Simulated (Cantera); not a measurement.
Feed: 1 mol H2O, 0.026 mol O2, 0.85 mol H2, held at 1200000 Pa.

Method: chemical equilibrium by Gibbs-energy minimisation in Cantera with the NASA 1993 tables (ideal gas, pure condensed phases). Candidate condensed phases: H2O; 9 gas species. The numbers say what is thermodynamically allowed, not how fast it happens.

**Question.** At 2800 K, list the 6 most abundant gas species with their mole fractions, and the condensed phases.

**Answer.** H2O 0.557, H2 0.422, H 0.0153, OH 0.00569, O 0.000130, O2 6.87e-5. Condensed: gas only.
